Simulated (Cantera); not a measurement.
An isothermal, constant-pressure homogeneous reactor starts with C₃H₈ : H₂ = 1 : 6 (molar parts), at 1925 K and 0.0267 bar.

Computed with Cantera and GRI-Mech 3.0 (53 species, 325 reactions). GRI-Mech 3.0 was tuned for natural gas; its chemistry of propane as a main component is partial and can be far from experiment. GRI-Mech 3.0 stops at C3 and has no aromatics, soot or wall deposition, so with more carbon than oxygen in the feed, carbon stays in small species such as C2H2 where larger ones or solid carbon would form. Radical loss at walls, strong at low pressure, is not modelled.

One state of this run: x C₃H₈ = <1e-12; x H₂ = 0.845; x CH₂ = 4.62e-7; x CH₄ = 0.000465; x C₂H₂ = 0.149; x H = 0.00540; x C₂H₆ = 2.50e-9. x: mole fraction; the columns are a selection and need not sum to one.

Problem. Which value of t (s) does it belong to?
(A) 100
(B) 0.129
(C) 0.0245
(D) 0.681

Solution. D, 0.681
